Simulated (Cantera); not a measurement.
Charge: 1 mol C₂F₆, 0.17 mol HCl, at 13.3 mbar.

Cantera equilibrium calculation (NASA polynomials, part measured and part estimated; ideal gas, pure solids and liquids). Candidate condensed phases: C, C₆H₆, C₇H₈, C₈H₁₈; 135 gas species. Ions and electrons are included (thermal ionisation). The feed counts by its element totals alone. Equilibrium is a limit: real reactors are often held back by kinetics, nucleation or transport.

Task: Which condensed phases are stable at each of these points (T (K)): 3000, 3500, 4000, 4500, 5000?

Result: 
```csv
T (K),condensed phases,C condensed (%)
3000,C(graphite),33.5
3500,gas only,0.0
4000,gas only,0.0
4500,gas only,0.0
5000,gas only,0.0
```

At 3000 K the condensed part is C(graphite). From 3500 K to 5000 K nothing is condensed.
